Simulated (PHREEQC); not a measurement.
A solution holds 10 mmol/kgw HF, 0.03 mmol/kgw NaF, 50 mmol/kgw (NH4)2SiF6 and 8.4 mmol/kgw H2SO4, at 30 °C. Closed to the air; pH follows from the charge balance.

Computed with PHREEQC (ion-association model, wateq4f.dat).

No solid was allowed to form.

**Question.** Order these S species by the share of S that they hold, largest first: SO4-2, HSO4-, NH4SO4-.

**Answer.** SO4-2 (52 %), HSO4- (28 %), NH4SO4- (20 %)

The pH is 1.92 and the ionic strength 0.168 mol/kgw. SiF6-2 is the database's only silicon fluoride.
